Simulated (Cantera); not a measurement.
## NF₃ + H₂ (abatement and gas-phase synthesis)

A closed system holds: 1 mol NF₃, a varied amount of H₂, equilibrated at 3075 K and 105 Torr.

Equilibrium computed with Cantera from the NASA thermochemical tables; the gas is ideal and each condensed phase is pure. Equilibrium is a limit: real reactors are often held back by kinetics, nucleation or transport.

| n(H₂) (mol) | x F | x HF | x H₂ | x H | x N₂ | x N | x F₂ |
|---|---|---|---|---|---|---|---|
| 0.075 | 0.814 | 0.0427 | 3.84e-8 | 0.000104 | 0.143 | 2.25e-5 | 1.21e-5 |
| 0.11 | 0.794 | 0.0627 | 8.69e-8 | 0.000156 | 0.143 | 2.25e-5 | 1.15e-5 |
| 0.17 | 0.760 | 0.0969 | 2.27e-7 | 0.000251 | 0.143 | 2.25e-5 | 1.06e-5 |
| 0.26 | 0.709 | 0.148 | 6.09e-7 | 0.000412 | 0.143 | 2.25e-5 | 9.18e-6 |
| 0.4 | 0.629 | 0.228 | 1.83e-6 | 0.000714 | 0.143 | 2.25e-5 | 7.23e-6 |
| 0.61 | 0.509 | 0.347 | 6.47e-6 | 0.00134 | 0.143 | 2.25e-5 | 4.74e-6 |
| 0.93 | 0.328 | 0.526 | 3.60e-5 | 0.00317 | 0.142 | 2.25e-5 | 1.97e-6 |
| 1.4 | 0.0779 | 0.762 | 0.00133 | 0.0193 | 0.140 | 2.23e-5 | 1.11e-7 |
| 2.1 | 0.00941 | 0.668 | 0.0701 | 0.140 | 0.113 | 2.00e-5 | 1.62e-9 |
| 3.3 | 0.00427 | 0.496 | 0.188 | 0.229 | 0.0833 | 1.72e-5 | 3.34e-10 |
| 5 | 0.00254 | 0.365 | 0.288 | 0.284 | 0.0612 | 1.48e-5 | 1.18e-10 |
x: gas mole fraction; nothing condenses.

From 0.075 mol H₂ to 5 mol H₂ nothing is condensed.
